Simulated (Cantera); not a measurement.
An isothermal, constant-pressure homogeneous reactor starts with H₂ : O₂ : N₂ = 0.78 : 1 : 8.5 (molar parts), equivalence ratio 0.39, at 1198 K and 750 Torr.

Detailed kinetics in Cantera: the H2/O2 subset of GRI-Mech 3.0, which has no nitrogen chemistry. The temperature is held fixed by assumption; the heat of reaction is taken as removed at once.

x: mole fraction; the columns are a selection and need not sum to one.

| t (s) | x H₂ | x O₂ | x H₂O | x HO₂ | x OH |
|---|---|---|---|---|---|
| 2.00e-6 | 0.0759 | 0.0973 | 1.14e-10 | 1.02e-9 | 8.58e-11 |
| 1.34e-5 | 0.0759 | 0.0973 | … | … | … |
| 8.94e-5 | 0.0527 | 0.0864 | 0.0180 | 4.04e-5 | 0.00160 |
| 0.000598 | 0.000182 | 0.0617 | 0.0786 | 8.98e-6 | 0.000160 |
| 0.00400 | 4.17e-6 | 0.0617 | 0.0788 | 4.25e-7 | 3.30e-5 |
| 0.0267 | … | 0.0617 | 0.0789 | … | … |
| 0.179 | 1.08e-8 | 0.0617 | 0.0789 | 5.72e-9 | 3.54e-6 |
| 1.20 | 3.99e-9 | 0.0617 | 0.0789 | 4.63e-9 | 1.95e-6 |
| 8.00 | 3.90e-9 | 0.0617 | 0.0789 | 4.65e-9 | 1.91e-6 |

Task: Complete the blanks.

Result: 
- 1.34e-5, x H₂O: 1.96e-8
- 1.34e-5, x HO₂: 9.64e-9
- 1.34e-5, x OH: 2.74e-9
- 0.0267, x H₂: 9.36e-8
- 0.0267, x HO₂: 2.89e-8
- 0.0267, x OH: 9.62e-6
